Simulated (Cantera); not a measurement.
A closed system holds: 1 mol (CH3)2SiCl2, 8 mol H2, 1.6 mol HCl, equilibrated at 1175 K and 0.00600 bar.

These are equilibrium values from Cantera (NASA tables, ideal gas, pure condensed phases), not measurements of a reactor. Candidate condensed phases: C, C6H6, C7H8, C8H18, Si, SiC; 109 gas species. The feed counts by its element totals alone. The tables' values for SiCl3 are old estimates; treat these amounts as uncertain. Rates play no part.

Base state: H2 0.742, HCl 0.255, SiCl4 0.00204, SiCl2 0.000289, SiCl3 0.000246, SiHCl3 0.000140, CH4 6.32e-5 (mole fractions); condensed: C(graphite) + SiC(s).

Problem. What changes in the equilibrium state with this change: temperature from 1175 K to 2198.15 K?

Solution. 
```tsv
species	before	after
H2	0.742	0.691
HCl	0.255	0.211
H	1.36e-6	0.0598
Cl	4.10e-7	0.0133
SiCl2	0.000289	0.0133
Si	<1e-9	0.00644
SiCl	<1e-9	0.00158
C(graphite), mol	1.04	1.25
SiC(s), mol	0.963	0.673
```
The tables' values for SiCl, SiCl3 are old estimates; treat these amounts as uncertain. Gases not in the tables: Si2H6 and higher silanes.

Problem. What changes in the equilibrium state with this change: temperature from 1175 K to 1925 K?

Solution. 
```json
[
 {"species": "H2", "before": "0.742", "after": "0.735"},
 {"species": "HCl", "before": "0.255", "after": "0.243"},
 {"species": "H", "before": "1.36e-6", "after": "0.0106"},
 {"species": "SiCl2", "before": "0.000289", "after": "0.00864"},
 {"species": "Si", "before": "<1e-9", "after": "0.000119"},
 {"species": "SiCl", "before": "<1e-9", "after": "0.000113"},
 {"species": "C(graphite), mol", "before": "1.04", "after": "1.11"},
 {"species": "SiC(s), mol", "before": "0.963", "after": "0.877"}
]
```
The tables' values for SiCl, SiCl3 are old estimates; treat these amounts as uncertain.
